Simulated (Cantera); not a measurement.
Input: 1 mol Cu2O, 0.51 mol CO, 14 mol H2, 0.62 mol CH4, equilibrated at 7.50 Torr.

Equilibrium computed with Cantera from the NASA thermochemical tables; the gas is ideal and each condensed phase is pure. Candidate condensed phases: C, C6H6, C7H8, C8H18, Cu, CuO, Cu(OH)2, Cu2O, H2O; 113 gas species. Equilibrium is a limit: real reactors are often held back by kinetics, nucleation or transport.

### Question
What share of the Cu ends up in condensed phases as a function of T (K), at 923, 1073, 1223, 1373, 1523, 1673, 1823?

### Answer
```json
[
 {"T (K)": "923", "Cu condensed (%)": "100.0", "as": "Cu(s)"},
 {"T (K)": "1073", "Cu condensed (%)": "100.0", "as": "Cu(s)"},
 {"T (K)": "1223", "Cu condensed (%)": "100.0", "as": "Cu(s)"},
 {"T (K)": "1373", "Cu condensed (%)": "99.9", "as": "Cu(l)"},
 {"T (K)": "1523", "Cu condensed (%)": "99.0", "as": "Cu(l)"},
 {"T (K)": "1673", "Cu condensed (%)": "90.8", "as": "Cu(l)"},
 {"T (K)": "1823", "Cu condensed (%)": "37.6", "as": "Cu(l)"}
]
```
